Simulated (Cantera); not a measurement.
Gas mixture: 100 % O2, at 0.820 bar, frozen composition.

Cantera's kinetic-theory transport with the Lennard-Jones parameters of GRI-Mech 3.0, ideal gas; thermal conductivity in the multicomponent form.

D: mixture-averaged diffusion coefficient of that species in the mixture.

```csv
T (K),ρ (kg/m³),cp (J/kg/K),μ (µPa s),λ (mW/m/K),Pr,D (cm²/s) OH,D (cm²/s) N2,D (cm²/s) CH3
400,0.789,941.4,25.6,___,0.712,0.658,0.427,0.468
650,0.485,1017,36.0,___,0.710,1.50,0.978,1.08
900,0.351,1074,44.7,___,0.709,2.59,1.69,1.88
1150,0.274,1109,52.5,___,0.709,3.89,2.54,2.83
1400,0.225,1134,59.7,___,0.708,5.40,3.52,3.93
1650,0.191,1155,66.4,___,0.708,7.09,4.63,5.16
1900,0.166,1174,72.7,___,0.707,8.96,5.85,6.52
```

Q: Some entries are withheld; supply them.

A: 
- 400, λ (mW/m/K): 33.9
- 650, λ (mW/m/K): 51.6
- 900, λ (mW/m/K): 67.7
- 1150, λ (mW/m/K): 82.1
- 1400, λ (mW/m/K): 95.6
- 1650, λ (mW/m/K): 108
- 1900, λ (mW/m/K): 121
